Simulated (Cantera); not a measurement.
An adiabatic, constant-volume homogeneous reactor starts with CO : H2 : O2 : N2 = 1 : 0.064 : 0.484 : 3.29 (molar parts), at 1650 K and 760 Torr. Integrator tolerance rtol = 1e-08.

Detailed kinetics in Cantera: GRI-Mech 3.0 (53 species, 325 reactions).

Task: What does this change do: pressure from 760 Torr to 3750 Torr?

Result: 
```csv
quantity,before,after
time of steepest temperature rise,55.6 µs,11.2 µs
temperature at 0.200 s,2771 K,2891 K
equilibrium temperature,2771 K,2891 K
x(CO) at 0.200 s,0.0891 (gas-phase equilibrium 0.0891),0.0784 (gas-phase equilibrium 0.0784)
x(H2) at 0.200 s,0.000957 (gas-phase equilibrium 0.000957),0.000809 (gas-phase equilibrium 0.000809)
x(O2) at 0.200 s,0.0248 (gas-phase equilibrium 0.0248),0.0200 (gas-phase equilibrium 0.0200)
x(H2O) at 0.200 s,0.00971 (gas-phase equilibrium 0.00971),0.0106 (gas-phase equilibrium 0.0106)
x(O) at 0.200 s,0.00607 (gas-phase equilibrium 0.00607),0.00383 (gas-phase equilibrium 0.00383)
x(H2O2) at 0.200 s,2.31e-8 (gas-phase equilibrium 2.31e-8),6.26e-8 (gas-phase equilibrium 6.26e-8)
x(NO2) at 0.200 s,3.48e-6 (gas-phase equilibrium 3.48e-6),6.82e-6 (gas-phase equilibrium 6.82e-6)
```
The hydrogen kinetics of GRI-Mech 3.0 are dated; newer H2 mechanisms differ, most at raised pressure.
